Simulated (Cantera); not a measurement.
What does this Cantera script print?

```python
import numpy as np
import cantera as ct

gas_names = """
    AL ALH ALN AL2 H H2 N NH NH2 NH3 N2 N2H2 N2H4
""".split()
cond_names = """
    AL(cr) AL(L) ALN(s)
""".split()


def load(file, names, dense=False):
    # The tables refer to 1 bar. Condensed volumes are neglected.
    table = {s.name: s for s in ct.Species.list_from_file(file)}
    out = []
    for n in names:
        d = dict(table[n].input_data)
        d["thermo"] = dict(d["thermo"], **{"reference-pressure": 1e5})
        if dense:
            d["equation-of-state"] = {"model": "constant-volume", "density": "1e6 g/cm^3"}
        out.append(ct.Species.from_dict(d))
    return out


gas = ct.Solution(thermo="ideal-gas", species=load("nasa_gas.yaml", gas_names))
cond = {s.name: ct.Solution(thermo="fixed-stoichiometry", species=[s], name=s.name)
        for s in load("nasa_condensed.yaml", cond_names, dense=True)}
atoms = {
    'Al': {'AL': 1},
    'NH3': {'N': 1, 'H': 3},
    'H2': {'H': 2},
}
top_T = {'ALN(s)': 2750}  # K; cautious upper limits of use, not melting points


def equilibrate(T, P, feed):
    n = {}
    for name, mol in feed.items():
        for a, k in atoms[name].items():
            n[a] = n.get(a, 0.0) + k * mol
    gas.TPX = T, P, n
    mass = sum(n.values()) * gas.mean_molecular_weight
    gas.equilibrate("TP")
    valid = [c for c in cond.values() if c.min_temp <= T <= top_T.get(c.name, c.max_temp)]
    mix = ct.Mixture([(gas, mass / gas.mean_molecular_weight)] + [(c, 0.0) for c in valid])
    mix.T, mix.P = T, P
    mix.equilibrate("TP", solver="vcs", rtol=1e-11, max_steps=5000)
    return mix


results = []
feed = {'Al': 1, 'NH3': 0.72, 'H2': 2.6}  # mol
P = 1333.22  # Pa
for T in [1548, 1598, 1648, 1698, 1748, 1798, 1848]:
    mix = equilibrate(T, P, feed)
    results.append((T, P, feed, dict(zip(mix.species_names, mix.species_moles))))

top = {s: max(r[3][s] / sum(r[3][g] for g in gas_names) for r in results) for s in gas_names}
cols = sorted((s for s in top if top[s] > 1e-06), key=lambda s: -top[s])[:7]
seen = [c for c in cond_names if any(r[3].get(c, 0) > 1e-12 for r in results)]
print("log10 of partial pressures in bar; condensed amounts in mol")
print(f"{'T/K':>10s}" + "".join(f"{s[:9]:>10s}" for s in cols + seen))
for T, P, feed, n in results:
    ng = sum(n[g] for g in gas_names)
    print(f"{T:10.4g}" + "".join(f"{np.log10(max(n[s] / ng * P / 1e5, 1e-99)):10.3f}" for s in cols)
          + "".join(f"{n.get(c, 0):10.4g}" for c in seen))
```

It prints:

```
log10 of partial pressures in bar; condensed amounts in mol
       T/K        H2        AL         H       ALH        N2       AL2     AL(L)    ALN(s)
      1548    -1.876    -4.547    -5.450    -5.482    -9.949    -8.290    0.2712      0.72
      1598    -1.877    -4.222    -5.213    -5.235    -9.255    -7.823    0.2618      0.72
      1648    -1.880    -3.918    -4.990    -5.005    -8.602    -7.387    0.2436      0.72
      1698    -1.884    -3.633    -4.782    -4.789    -7.989    -6.977    0.2098      0.72
      1748    -1.891    -3.364    -4.587    -4.588    -7.410    -6.591    0.1488      0.72
      1798    -1.904    -3.110    -4.405    -4.402    -6.864    -6.228   0.04001    0.7199
      1848    -1.909    -3.045    -4.230    -4.396    -6.001    -6.232         0    0.7194
```

Cantera equilibrium calculation (NASA polynomials, part measured and part estimated; ideal gas, pure solids and liquids). Mutual solubility and eutectic melting of coexisting phases are not modelled.
